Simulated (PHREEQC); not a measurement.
Dissolve 98 mmol/kgw Pb(NO3)2, 0.25 mmol/kgw HCl and 38 mmol/kgw Na2SO4 at 28 °C. Closed to the air; pH follows from the charge balance.

Equilibrium calculation in PHREEQC: ion-association model, phreeqc.dat.

Each row changes one thing in this solution. This is a speciation only: nothing precipitates in the calculation.

```tsv
case	pH	ionic strength (mol/kgw)	SO4-2 (mol/kgw)	NaSO4- (mol/kgw)	Cl- (mol/kgw)	HSO4- (mol/kgw)	SI of Halite (NaCl)
as made	3.82	0.252	0.0119	0.00122	0.000163	6.77e-5	-6.78
Pb(NO3)2 from 0.098 to 0.0196 mol/kgw	3.96	0.118	0.0223	0.00290	0.000227	0.000116	-6.59
diluted 10-fold with water	4.63	0.0311	0.00183	3.67e-5	2.17e-5	2.74e-6	-8.50
Na2SO4 from 0.038 to 0.0076 mol/kgw	3.71	0.222	0.00211	4.59e-5	0.000148	1.61e-5	-7.50
Pb(NO3)2 left out	4.06	0.105	0.0334	0.00444	0.000250	0.000143	-6.54
diluted 5-fold with water	4.39	0.0587	0.00317	0.000107	4.07e-5	7.25e-6	-7.97
```

Some of these states are supersaturated (in Anglesite, for instance).
